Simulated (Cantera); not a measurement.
Input: 1 mol SiC, 0.011 mol N2O, 210 mol N2, equilibrated at 0.270 bar.

Equilibrium computed with Cantera from the NASA thermochemical tables; the gas is ideal and each condensed phase is pure. Candidate condensed phases: C, Si, SiC, SiO2, Si2N2O, Si3N4; 34 gas species. Mutual solubility and eutectic melting of coexisting phases are not modelled. Equilibrium is a limit: real reactors are often held back by kinetics, nucleation or transport.

Problem. Which condensed phases are stable at each of these points (T (K)): 1125, 1200, 1275, 1350, 1425, 1500, 1575, 1650, 1725, 1800, 1875, 1950?

Solution. 
```tsv
T (K)	condensed phases	Si condensed (%)
1125	C(graphite) + Si2N2O(s) + Si3N4(s)	100.0
1200	C(graphite) + Si2N2O(s) + Si3N4(s)	100.0
1275	C(graphite) + Si2N2O(s) + Si3N4(s)	100.0
1350	C(graphite) + Si2N2O(s) + Si3N4(s)	100.0
1425	C(graphite) + Si3N4(s)	100.0
1500	C(graphite) + Si3N4(s)	100.0
1575	C(graphite) + Si3N4(s)	100.0
1650	SiC(s) + Si3N4(s)	100.0
1725	SiC(s) + Si3N4(s)	100.0
1800	SiC(s) + Si3N4(s)	99.9
1875	SiC(s) + Si3N4(s)	99.5
1950	SiC(s)	99.1
```

From 1125 K to 1350 K the condensed part is C(graphite) + Si2N2O(s) + Si3N4(s). From 1425 K to 1575 K the condensed part is C(graphite) + Si3N4(s). From 1650 K to 1875 K the condensed part is SiC(s) + Si3N4(s). At 1950 K the condensed part is SiC(s).
